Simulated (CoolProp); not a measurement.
Vapour-liquid equilibrium of R143a (1) + R152A (2) at 307.4 K; x and y are mole fractions of (1).

Model: multi-fluid Helmholtz-energy mixture model, Lemmon and Jacobsen 2000 and Outcalt 1996; pair parameters Bell 2016, in CoolProp.

```tsv
x	bubble pressure (kPa)	y at the bubble point	dew pressure at overall composition x (kPa)	liquid density (mol/L)
0.05	827.9	0.096	803.0	13.11
0.2	968.4	0.322	888.2	12.70
0.35	1097	0.490	988.2	12.29
0.5	1217	0.628	1105	11.89
0.65	1332	0.748	1237	11.49
0.8	1445	0.859	1384	11.10
0.95	1557	0.965	1541	10.71
```

No azeotrope shows between x = 0.05 and 0.95.

Pair parameters are fitted to limited data, so mixtures are less certain than the pure fluids.
